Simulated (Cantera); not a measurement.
Feed: 1 mol SiH4, 4.1 mol NH3, 32 mol N2, equilibrated at 973 K and 1.00 bar.

Method: chemical equilibrium by Gibbs-energy minimisation in Cantera with the NASA 1993 tables (ideal gas, pure condensed phases). Candidate condensed phases: Si, Si3N4; 18 gas species. Equilibrium is a limit: real reactors are often held back by kinetics, nucleation or transport.

Problem. What is the equilibrium state?

Solution. 
| Quantity | Result |
|---|---|
| x(N2) | 0.804 |
| x(H2) | 0.196 |
| x(NH3) | 5.45e-5 |
| n(Si3N4(s)) | 0.333 mol |
| gas amount | 41.53 mol |
| log10 activity of Si(s) (absent) | -7.49 |
